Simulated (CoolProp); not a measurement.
Vapour-liquid equilibrium of carbon dioxide (1) + R227EA (2) at 251 K; x and y are mole fractions of (1).

Computed with CoolProp (multi-fluid Helmholtz-energy mixture model, Span 1996 and Lemmon 2016; pair parameters Bell 2016).

Q: Give the bubble pressure and the first vapour's composition at x = 0.15, 0.55, 0.75. Is there an azeotrope?

A: x = 0.15: 311.0 kPa, y = 0.767; x = 0.55: 963.3 kPa, y = 0.949; x = 0.75: 1321 kPa, y = 0.976. No azeotrope shows between x = 0.05 and 0.95.

The pair parameters rest on a limited set of measurements; away from them the model extrapolates.
